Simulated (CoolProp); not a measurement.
1,2-dichloroethane at 476.77 K and 17.5 MPa is throttled through a valve to 6.04 MPa with no heat exchange. Each further row changes one setting.

The numbers come from the reference Helmholtz-energy equation of state, Thol 2015 in CoolProp.

| case | temperature change (K) | final density (kg/m³) |
|---|---|---|
| as stated | +0.4 | 950 |
| outlet pressure 1.81 MPa | -0.1 | 928 |
| outlet pressure 7.85 MPa | +0.5 | 958 |
